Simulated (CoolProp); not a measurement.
Computed with CoolProp (reference Helmholtz-energy equation of state, Platzer 1990). This equation is an older, rougher fit; its heat capacities, sound speeds and derivatives of the liquid may be far off and weren't checked against measurements.

Give the vapour pressure (MPa), liquid density (kg/m³), vapour density (kg/m³) of saturated R21 at 278.2, 294.5 K.


```csv
T (K),p (MPa),liquid density (kg/m³),vapour density (kg/m³)
278.2,0.0872,1410,4.01
294.5,0.161,1380,7.10
```
